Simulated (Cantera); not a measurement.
An isothermal, constant-pressure homogeneous reactor starts with C2H6 : N2 = 1 : 33 (molar parts), at 1250 K and 13300 Pa. Integrator tolerance rtol = 1e-08.

Computed with Cantera and GRI-Mech 3.0 (53 species, 325 reactions). GRI-Mech 3.0 stops at C3 and has no aromatics, soot or wall deposition, so with more carbon than oxygen in the feed, carbon stays in small species such as C2H2 where larger ones or solid carbon would form.

Question: What does this change do: temperature 1250 to 1975 K?

Answer: 
| quantity | before | after |
|---|---|---|
| x(C2H6) at 100 s | 4.86e-7 (gas-phase equilibrium 1.98e-7) | 2.75e-12 (gas-phase equilibrium 1.18e-12) |
| x(H2) at 100 s | 0.0479 (gas-phase equilibrium 0.0507) | 0.0551 (gas-phase equilibrium 0.0551) |
| x(CH2) at 100 s | 1.90e-12 (gas-phase equilibrium 1.18e-12) | 1.64e-8 (gas-phase equilibrium 1.41e-8) |
| x(H) at 100 s | 2.92e-7 (gas-phase equilibrium 3.00e-7) | 0.000886 (gas-phase equilibrium 0.000886) |
| x(CH4) at 100 s | 0.00472 (gas-phase equilibrium 0.00311) | 2.52e-6 (gas-phase equilibrium 2.17e-6) |
| x(C2H4) at 100 s | 0.000895 (gas-phase equilibrium 0.000343) | 1.55e-6 (gas-phase equilibrium 2.85e-7) |
| x(C2H2) at 100 s | 0.0247 (gas-phase equilibrium 0.00892) | 0.0273 (gas-phase equilibrium 0.00503) |

Question: What does this change do: N2 33 to 320 parts?

Answer: 
```csv
quantity,before,after
x(C2H6) at 100 s,4.86e-7 (gas-phase equilibrium 1.98e-7),1.38e-8 (gas-phase equilibrium 7.48e-11)
x(H2) at 100 s,0.0479 (gas-phase equilibrium 0.0507),0.00566 (gas-phase equilibrium 0.00616)
x(CH2) at 100 s,1.90e-12 (gas-phase equilibrium 1.18e-12),<1e-12 (gas-phase equilibrium <1e-12)
x(H) at 100 s,2.92e-7 (gas-phase equilibrium 3.00e-7),8.96e-8 (gas-phase equilibrium 1.05e-7)
x(CH4) at 100 s,0.00472 (gas-phase equilibrium 0.00311),0.000351 (gas-phase equilibrium 2.11e-5)
x(C2H4) at 100 s,0.000895 (gas-phase equilibrium 0.000343),1.26e-5 (gas-phase equilibrium 1.07e-6)
x(C2H2) at 100 s,0.0247 (gas-phase equilibrium 0.00892),0.00291 (gas-phase equilibrium 0.000229)
```
